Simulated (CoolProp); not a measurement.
Vapour-liquid equilibrium of n-hexane (1) + benzene (2) at 308.9 K; x and y are mole fractions of (1).

Values from CoolProp's multi-fluid Helmholtz-energy mixture model, Thol 2019 and Thol 2012; pair parameters Bell 2016.

Task: Give the bubble pressure and the first vapour's composition at x = 0.05, 0.15, 0.55. Is there an azeotrope?

Result: x = 0.05: 22.22 kPa, y = 0.124; x = 0.15: 24.94 kPa, y = 0.290; x = 0.55: 30.20 kPa, y = 0.630. y crosses x between x = 0.85 and 0.95: the model has an azeotrope there.

The pair parameters rest on a limited set of measurements; away from them the model extrapolates.
